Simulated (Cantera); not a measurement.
A closed system holds: 1 mol acetone, 0.095 mol O2, 45 mol H2, equilibrated at 2050 °C.

Equilibrium computed with Cantera from the NASA thermochemical tables; the gas is ideal and each condensed phase is pure. Candidate condensed phases: C, C6H6, C7H8, C8H18, H2O; 110 gas species. The feed counts by its element totals alone. The ideal-gas law is rough above about 30 bar. Kinetics and transport are ignored.

### Question
What share of the C ends up in condensed phases as a function of P (Pa), at 10, 72, 520, 3700, 27000, 190000, 1400000, 10000000?

### Answer
| P (Pa) | C condensed (%) | as |
|---|---|---|
| 10 | 49.3 | C(graphite) |
| 72 | 47.4 | C(graphite) |
| 520 | 45.9 | C(graphite) |
| 3700 | 45.2 | C(graphite) |
| 27000 | 44.9 | C(graphite) |
| 190000 | 44.2 | C(graphite) |
| 1400000 | 40.0 | C(graphite) |
| 10000000 | 13.0 | C(graphite) |
